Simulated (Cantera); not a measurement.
## Transport properties of process gases

Gas mixture: 52.4 % O₂, 47.6 % NO, at 0.0750 atm, frozen composition.

Cantera's kinetic-theory transport with the Lennard-Jones parameters of GRI-Mech 3.0, ideal gas; thermal conductivity in the mixture-averaged form. The composition is frozen, though it would react at the higher temperatures.

| T (K) | ρ (kg/m³) | cp (J/kg/K) | μ (µPa s) | λ (mW/m/K) | Pr | D (cm²/s) C₂H₂ | D (cm²/s) H | D (cm²/s) NH₃ |
|---|---|---|---|---|---|---|---|---|
| 400 | 0.0710 | 967.7 | 24.4 | 33.2 | 0.713 | 3.71 | 27.7 | 5.09 |
| 550 | 0.0516 | 1006 | 30.5 | 43.4 | 0.708 | 6.49 | 48.1 | 9.15 |
| 700 | 0.0405 | 1048 | 36.0 | 53.2 | 0.708 | 9.84 | 72.6 | 14.1 |
| 850 | 0.0334 | 1083 | 40.9 | 62.4 | 0.709 | 13.7 | 101 | 19.8 |
| 1000 | 0.0284 | 1110 | 45.5 | 71.2 | 0.709 | 18.0 | 132 | 26.3 |
| 1150 | 0.0247 | 1129 | 49.9 | 79.5 | 0.708 | 22.8 | 167 | 33.4 |
D: mixture-averaged diffusion coefficient of that species in the mixture.
